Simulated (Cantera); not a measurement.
# FeS + H2 + N2 (hydrogen reduction and annealing atmospheres)

Charge: 1 mol FeS, 26 mol H2, 18 mol N2, held at 7.50 Torr.

Cantera equilibrium calculation (NASA polynomials, part measured and part estimated; ideal gas, pure solids and liquids). Candidate condensed phases: Fe, FeS, FeS2, S; 16 gas species. Metal and sulfide melt together well below either melting point, which pure phases cannot show. Mutual solubility and eutectic melting of coexisting phases are not modelled. FeS: taken at fixed stoichiometry. Equilibrium is a limit: real reactors are often held back by kinetics, nucleation or transport.

| T (K) | log p H2 | log p N2 | log p Fe | log p H | log p H2S | log p S2 | log p SH | n Fe(γ) | n FeS(s) | n FeS(l) | n Fe(δ) | n Fe(l) |
|---|---|---|---|---|---|---|---|---|---|---|---|---|
| 1323 | -2.23 | -2.39 | -8.68 | -6.92 | -4.33 | -6.17 | -6.34 | 0.212 | 0.788 | 0 | 0 | 0 |
| 1398 | -2.23 | -2.39 | -7.84 | -6.44 | -4.20 | -5.51 | -5.85 | 0.314 | 0.686 | 0 | 0 | 0 |
| 1473 | -2.24 | -2.39 | -7.08 | -6.02 | -4.08 | -4.93 | -5.42 | 0.483 | 0 | 0.517 | 0 | 0 |
| 1548 | -2.24 | -2.39 | -6.39 | -5.63 | -4.03 | -4.51 | -5.08 | 0.720 | 0 | 0.278 | 0 | 0 |
| 1623 | -2.24 | -2.39 | -5.78 | -5.28 | -4.03 | -4.23 | -4.83 | 0.993 | 0 | 0 | 0 | 0 |
| 1698 | -2.24 | -2.39 | -5.22 | -4.96 | -4.14 | -4.19 | -4.70 | 0 | 0 | 0 | 0.973 | 0 |
| 1773 | -2.24 | -2.39 | -4.70 | -4.67 | -4.25 | -4.16 | -4.59 | 0 | 0 | 0 | 0.912 | 0 |
| 1848 | -2.24 | -2.40 | -4.24 | -4.40 | -4.36 | -4.16 | -4.50 | 0 | 0 | 0 | 0 | 0.745 |
| 1923 | -2.25 | -2.40 | -3.83 | -4.15 | -4.47 | -4.17 | -4.43 | 0 | 0 | 0 | 0 | 0.329 |
| 1998 | -2.25 | -2.41 | -3.66 | -3.92 | -4.58 | -4.20 | -4.38 | 0 | 0 | 0 | 0 | 0 |
| 2073 | -2.26 | -2.41 | -3.66 | -3.71 | -4.70 | -4.25 | -4.33 | 0 | 0 | 0 | 0 | 0 |
log p: log10 of the partial pressure in bar; n: condensed amount in mol.

From 1323 K to 1398 K the condensed part is Fe(γ) + FeS(s). From 1473 K to 1548 K the condensed part is Fe(γ) + FeS(l). At 1623 K the condensed part is Fe(γ). From 1698 K to 1773 K the condensed part is Fe(δ). From 1848 K to 1923 K the condensed part is Fe(l). From 1998 K to 2073 K nothing is condensed. The main Fe-bearing gas is Fe throughout.
